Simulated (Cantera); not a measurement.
Cantera run, input and output.

```python
import numpy as np
import cantera as ct

gas = ct.Solution("gri30.yaml")
gas.TPX = 400, 190000, {'CH4': 1, 'H2': 0.037, 'O2': 2.02, 'N2': 7.67}
flame = ct.FreeFlame(gas, width=0.026)
flame.set_refine_criteria(ratio=3, slope=0.08, curve=0.16)
flame.transport_model = "mixture-averaged"
flame.solve(loglevel=0, auto=True)
z, T = flame.grid, flame.T
thick = (T[-1] - T[0]) / np.gradient(T, z).max()
show = ['CH4', 'H2', 'O2', 'C2H4', 'N2O', 'H2O2']
print(f"laminar burning velocity  {flame.velocity[0] * 100:.3f} cm/s")
print(f"burnt temperature         {T[-1]:.1f} K")
print(f"thermal thickness         {thick * 1e3:.4f} mm")
print(f"grid points               {len(z)}")
z0 = z[flame.heat_release_rate.argmax()]
print(f"{'z/mm':>9s}{'T/K':>9s}{'u/(m/s)':>9s}" + "".join(f"{s:>11s}" for s in show))
rows = []
for k in (-3, -2, -1.5, -1, -0.5, -0.25, 0, 0.25, 0.5, 1, 2, 4, 8):
    zz = z0 + k * thick
    rows.append([k * thick, np.interp(zz, z, T), np.interp(zz, z, flame.velocity),
                 *(np.interp(zz, z, flame.X[gas.species_index(s)]) for s in show)])
    print(f"{rows[-1][0] * 1e3:9.3f}{rows[-1][1]:9.1f}{rows[-1][2]:9.3f}" + "".join(f"{x:11.3e}" for x in rows[-1][3:]))
```

Output:

```
laminar burning velocity  49.364 cm/s
burnt temperature         2288.7 K
thermal thickness         0.2487 mm
grid points               149
     z/mm      T/K  u/(m/s)        CH4         H2         O2       C2H4        N2O       H2O2
   -0.746    400.1    0.494  9.316e-02  3.953e-03  1.882e-01  6.810e-09  4.423e-13  1.174e-08
   -0.497    401.8    0.497  9.294e-02  5.064e-03  1.879e-01  1.429e-07  9.750e-12  1.748e-07
   -0.373    409.6    0.507  9.229e-02  6.553e-03  1.872e-01  1.119e-06  7.967e-11  1.011e-06
   -0.249    477.5    0.594  8.790e-02  9.754e-03  1.823e-01  1.679e-05  1.285e-09  8.367e-06
   -0.124    916.7    1.155  6.154e-02  1.494e-02  1.465e-01  2.276e-04  1.978e-08  3.159e-05
   -0.062   1355.8    1.722  3.347e-02  1.749e-02  1.037e-01  4.903e-04  5.229e-08  1.745e-05
    0.000   1763.7    2.252  7.206e-03  1.727e-02  5.520e-02  2.894e-04  1.071e-07  1.528e-06
    0.062   1927.5    2.454  3.678e-04  1.309e-02  2.917e-02  9.651e-06  1.685e-07  5.124e-07
    0.124   1983.2    2.513  9.242e-06  1.117e-02  2.121e-02  7.461e-08  2.002e-07  4.192e-07
    0.249   2049.9    2.583  1.363e-08  1.024e-02  1.674e-02  1.865e-11  2.082e-07  3.268e-07
    0.497   2124.8    2.666  2.031e-13  8.680e-03  1.346e-02  2.207e-17  2.090e-07  2.350e-07
    0.995   2192.8    2.741  1.897e-16  6.717e-03  1.049e-02  2.466e-24  2.068e-07  1.653e-07
    1.989   2241.8    2.793  9.541e-17  5.116e-03  8.153e-03  1.083e-25  1.939e-07  1.210e-07
```

Cantera simulation using GRI-Mech 3.0 (53 species, 325 reactions); the numbers are that mechanism's predictions, not measurements. Burning velocities carry a grid error of a few per cent, more on coarse grids.
